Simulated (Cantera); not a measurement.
**Catalytic stagnation flow on Pt**

A jet of 1.39 % CH4, 19.9 % O2, 78.7 % N2, equivalence ratio 0.14 at 300 K and 0.440 bar hits a platinum plate 9.8 cm away at a mass flux of 0.14 kg/m²/s; the plate temperature is set and raised in steps from an oxygen-covered start.

Cantera simulation using Deutschmann's 1995 Pt surface mechanism with GRI-Mech 3.0 gas chemistry; the numbers are that mechanism's predictions, not measurements. Catalytic surfaces can have several steady states; this one follows from the mechanism file's or the stated starting coverage.

```tsv
plate T (K)	wall x CH4	wall x O2	wall x H2O	wall x OH	wall x CO	wall x CO2	θ free Pt	θ O*	θ OH*
900	0.00884	0.188	0.00951	1.35e-8	2.52e-6	0.00626	0.109	0.890	0.00134
950	0.00607	0.182	0.0146	4.28e-8	2.37e-6	0.00964	0.157	0.842	0.00158
1000	0.00402	0.178	0.0184	1.17e-7	2.08e-6	0.0121	0.210	0.788	0.00165
1050	0.00256	0.175	0.0208	3.02e-7	2.49e-6	0.0137	0.266	0.732	0.00161
1100	0.00164	0.173	0.0225	6.63e-7	3.03e-6	0.0147	0.324	0.674	0.00152
1150	0.00103	0.172	0.0236	1.31e-6	3.61e-6	0.0155	0.382	0.617	0.00141
1200	0.000606	0.171	0.0245	2.44e-6	4.15e-6	0.0160	0.439	0.560	0.00128
1250	0.000315	0.170	0.0251	4.30e-6	4.45e-6	0.0163	0.494	0.505	0.00116
```
x: mole fraction at the wall; θ: surface coverage.
